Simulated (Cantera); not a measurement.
A Cantera script and its output.

```python
import numpy as np
import cantera as ct

gas = ct.Solution("gri30.yaml")
gas.TPX = 1050, 98000, {'CH4': 0.0044, 'O2': 0.016, 'N2': 1}
reactor = ct.IdealGasConstPressureReactor(gas, energy="off", clone=False)
net = ct.ReactorNet([reactor])
net.rtol, net.atol = 1e-08, 1e-18
show = ['CH4', 'O2', 'OH', 'H', 'CH2CO', 'H2O']
times = np.geomspace(0.0002, 100, 11)

steps = ct.SolutionArray(gas, extra=["t"])
rows = []
print(f"{'t/s':>10s}{'T/K':>9s}{'P/Pa':>11s}" + "".join(f"{s:>11s}" for s in show))
for t in times:
    while net.time < t:
        t_next = net.step()
        steps.append(gas.state, t=t_next)
    rows.append([np.interp(t, steps.t, y) for y in (steps.T, steps.P, *steps(*show).X.T)])
    print(f"{t:10.3e}{rows[-1][0]:9.1f}{rows[-1][1]:11.4g}" + "".join(f"{x:11.3e}" for x in rows[-1][2:]))
rate = np.gradient(steps.T, steps.t)
print("integrator steps:", len(steps.t))
if steps.T.max() > steps.T[0] + 200:
    print(f"time of steepest temperature rise: {steps.t[rate.argmax()]:.4e} s")
gas.TPX = 1050, 98000, {'CH4': 0.0044, 'O2': 0.016, 'N2': 1}
gas.equilibrate("TP")
print(f"equilibrium (TP): T = {gas.T:.1f} K  " + "  ".join(f"{s} {gas[s].X[0]:.3e}" for s in show))
```

Output:

```
       t/s      T/K       P/Pa        CH4         O2         OH          H      CH2CO        H2O
 2.000e-04   1050.0    9.8e+04  4.312e-03  1.568e-02  2.225e-14  4.328e-14  1.013e-30  1.986e-13
 7.429e-04   1050.0    9.8e+04  4.312e-03  1.568e-02  5.228e-14  5.668e-14  7.077e-28  1.694e-12
 2.759e-03   1050.0    9.8e+04  4.312e-03  1.568e-02  1.765e-13  1.074e-13  5.030e-25  1.855e-11
 1.025e-02   1050.0    9.8e+04  4.312e-03  1.568e-02  7.457e-13  3.134e-13  4.245e-22  2.683e-10
 3.807e-02   1050.0    9.8e+04  4.312e-03  1.568e-02  3.764e-12  1.391e-12  6.132e-19  4.679e-09
 1.414e-01   1050.0    9.8e+04  4.312e-03  1.568e-02  2.359e-11  8.820e-12  2.361e-15  1.054e-07
 5.253e-01   1050.0    9.8e+04  4.310e-03  1.568e-02  4.718e-11  2.074e-11  1.011e-12  1.209e-06
 1.951e+00   1050.0    9.8e+04  4.300e-03  1.567e-02  1.287e-10  9.298e-11  1.287e-10  1.004e-05
 7.248e+00   1050.0    9.8e+04  4.758e-19  7.083e-03  1.076e-06  1.785e-08  4.175e-22  8.623e-03
 2.692e+01   1050.0    9.8e+04  6.713e-20  7.056e-03  8.745e-08  4.972e-13  3.809e-26  8.624e-03
 1.000e+02   1050.0    9.8e+04  5.135e-27  7.056e-03  6.399e-08  1.769e-13  5.530e-31  8.624e-03
integrator steps: 2717
equilibrium (TP): T = 1050.0 K  CH4 9.742e-43  O2 7.051e-03  OH 3.696e-08  H 5.069e-14  CH2CO 4.605e-50  H2O 8.624e-03
```

Computed with Cantera and GRI-Mech 3.0 (53 species, 325 reactions).
